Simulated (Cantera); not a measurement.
A closed system holds: 1 mol C₂H₄, 2.2 mol H₂, 0.022 mol H₂O, at 1352 °C and 0.00133 bar.

Cantera equilibrium calculation (NASA polynomials, part measured and part estimated; ideal gas, pure solids and liquids). Candidate condensed phases: C, C₆H₆, C₇H₈, C₈H₁₈, H₂O; 110 gas species. Kinetics and transport are ignored.

Question: What is the equilibrium state?

Answer: 
```
Item                     Value
-------------------  ---------
x(H₂)                    0.993
x(CO)                  0.00518
x(H)                   0.00193
x(C₂H₂ (acetylene))    3.53e-5
x(CH₄)                 1.93e-6
n(C(graphite))        1.98 mol
gas amount           4.248 mol
```
